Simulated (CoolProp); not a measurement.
Model: reference Helmholtz-energy equation of state, Lemmon 2006, in CoolProp. It is a short technical equation, of lower accuracy than the large ones.

Q: For C3F8 (R218), give the phase and the cv (kJ/(kg K)), Prandtl number at 84.05 °C and 0.101 MPa; 117.15 °C and 0.101 MPa; 166.85 °C and 0.101 MPa.

A: 
- 84.05 °C and 0.101 MPa: gas; cv 0.831, Prandtl number 0.755
- 117.15 °C and 0.101 MPa: gas; cv 0.873, Prandtl number 0.737
- 166.85 °C and 0.101 MPa: gas; cv 0.928, Prandtl number 0.710

Viscosity comes from a separate model (Huber 2003), an estimate that may be off by 10 % or more. Thermal conductivity comes from a separate model (Huber 2003), an estimate that may be off by 10 % or more.
